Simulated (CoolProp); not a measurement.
Properties of acetone along the isobar 15400 kPa (Tc = 235.0 °C, pc = 4692 kPa, ω = 0.307).

Computed with CoolProp (reference Helmholtz-energy equation of state, Lemmon 2006). It is a short technical equation, of lower accuracy than the large ones.

```tsv
T (°C)	phase	Joule-Thomson coefficient (K/MPa)	isothermal compressibility (1/MPa)
-14.25	liquid	-0.4033	?
-1.95	liquid	-0.3937	0.0008729
10.35	liquid	?	0.0009576
22.65	liquid	?	0.001053
34.95	liquid	-0.3566	0.001160
47.25	liquid	-0.3412	0.001281
59.55	liquid	-0.3242	0.001418
71.85	liquid	-0.3055	0.001575
84.15	liquid	-0.2848	0.001755
96.45	liquid	-0.2619	0.001963
108.75	liquid	-0.2366	0.002204
121.05	liquid	?	0.002485
133.35	liquid	-0.1767	0.002816
```

Q: What belongs in the gaps?

A: 
- -14.25, isothermal compressibility (1/MPa): 0.0007970
- 10.35, Joule-Thomson coefficient (K/MPa): -0.3828
- 22.65, Joule-Thomson coefficient (K/MPa): -0.3704
- 121.05, Joule-Thomson coefficient (K/MPa): -0.2083
